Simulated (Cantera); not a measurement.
A Cantera script and its output.

```python
import numpy as np
import cantera as ct

gas = ct.Solution("SiF4_NH3_mec.yaml", "gas")
gas.TPX = 2348, 66000, {'NH3': 1, 'H2': 0.31}
inlet = ct.Reservoir(gas, clone=True)

reactor = ct.IdealGasConstPressureReactor(gas, energy="off", clone=False)
exhaust = ct.Reservoir(gas, clone=True)
tau = [18, 3.4, 0.63, 0.12, 0.022, 0.0042, 0.0008, 0.00015][0]
for a, b in ((inlet, reactor), (reactor, exhaust)):
    ct.MassFlowController(a, b, mdot=lambda t: reactor.mass / tau)
net = ct.ReactorNet([reactor])
show = ['NH3', 'H2', 'N2H4', 'N2H2', 'N2', 'N']

rows = []
print(f"{'tau/s':>10s}{'T/K':>9s}" + "".join(f"{s:>11s}" for s in show))
for tau in [18, 3.4, 0.63, 0.12, 0.022, 0.0042, 0.0008, 0.00015]:
    net.initial_time = 0.0
    net.advance(30 * tau)
    before = gas.X
    net.advance(40 * tau)
    drift = np.max(np.abs(gas.X - before) / (gas.X + 1e-9))
    rows.append([gas.T, *gas[show].X, drift])
    print(f"{tau:10.3e}{gas.T:9.1f}" + "".join(f"{x:11.3e}" for x in gas[show].X))
```

It prints:

```
     tau/s      T/K        NH3         H2       N2H4       N2H2         N2          N
 1.800e+01   2348.0  1.655e-04  7.715e-01  2.351e-12  5.354e-10  2.149e-01  2.362e-06
 3.400e+00   2348.0  3.941e-04  7.715e-01  1.284e-11  2.873e-09  2.149e-01  5.310e-06
 6.300e-01   2348.0  1.104e-03  7.721e-01  8.197e-11  1.692e-08  2.148e-01  1.087e-05
 1.200e-01   2348.0  6.324e-03  7.726e-01  9.401e-10  1.277e-07  2.138e-01  1.267e-05
 2.200e-02   2348.0  4.966e-02  7.447e-01  1.277e-08  9.319e-07  2.017e-01  9.811e-06
 4.200e-03   2348.0  2.139e-01  6.277e-01  9.041e-08  4.637e-06  1.548e-01  8.855e-06
 8.000e-04   2348.0  5.140e-01  4.125e-01  3.056e-07  1.382e-05  6.918e-02  7.329e-06
 1.500e-04   2348.0  7.011e-01  2.783e-01  4.565e-07  1.987e-05  1.585e-02  5.501e-06
```

Model: the gas-phase N/H chemistry of the illustrative SiF4/NH3 mechanism in the Surface Chemkin manual (1991), integrated in Cantera. Walls and surfaces, which speed up NH3 decomposition in real reactors, are not modelled.
